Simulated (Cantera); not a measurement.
A perfectly stirred reactor is fed with 19.9 % CH4, 77.5 % CO2, 2.58 % H2O, at 510000 Pa; it is held at 1648 K, and followed from long to short residence time.

Cantera simulation using GRI-Mech 3.0 (53 species, 325 reactions); the numbers are that mechanism's predictions, not measurements.

x: mole fraction; the columns are a selection and need not sum to one.

```csv
τ (s),x CH4,x CO2,x HO2,x C2H,x C2H2
5.6,0.00595,0.258,<1e-12,___,0.00232
1.6,0.0114,0.284,<1e-12,___,0.00819
0.46,0.0195,0.334,<1e-12,___,0.0208
0.13,0.0329,0.415,<1e-12,___,0.0375
0.037,0.0607,0.524,<1e-12,___,0.0451
0.011,0.109,0.645,<1e-12,___,0.0321
0.0031,0.156,0.732,<1e-12,___,0.0129
0.00087,0.183,0.766,<1e-12,___,0.00254
```

Q: What belongs in the gaps?

A: 
- 5.6, x C2H: 1.20e-9
- 1.6, x C2H: 4.49e-9
- 0.46, x C2H: 1.25e-8
- 0.13, x C2H: 2.47e-8
- 0.037, x C2H: 2.99e-8
- 0.011, x C2H: 1.98e-8
- 0.0031, x C2H: 8.11e-9
- 0.00087, x C2H: 1.70e-9
